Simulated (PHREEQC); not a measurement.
Dissolve 0.006 mol/kgw H2SO4, 0.00013 mol/kgw NaCl and 0.04 mol/kgw MnSO4 at 20 °C. Closed to the air; pH follows from the charge balance.

Computed with PHREEQC (ion-association model, phreeqc.dat).

- pH: 2.28
- ionic strength: 0.108 mol/kgw
- specific conductance: 6000 µS/cm
- density: 1.004 g/cm³
- total alkalinity: -12.0 meq/kg

| species | molality | activity | log γ |
|---|---|---|---|
| SO4-2 | 0.0257 | 0.00940 | -0.436 |
| Mn+2 | 0.0253 | 0.00996 | -0.404 |
| MnSO4 | 0.0147 | 0.0151 | 0.011 |
| H+ | 0.00642 | 0.00529 | -0.084 |
| HSO4- | 0.00558 | 0.00434 | -0.109 |
| Cl- | 0.000125 | 9.54e-5 | -0.118 |
| Na+ | 0.000124 | 9.73e-5 | -0.107 |

Precipitation was switched off in this run.
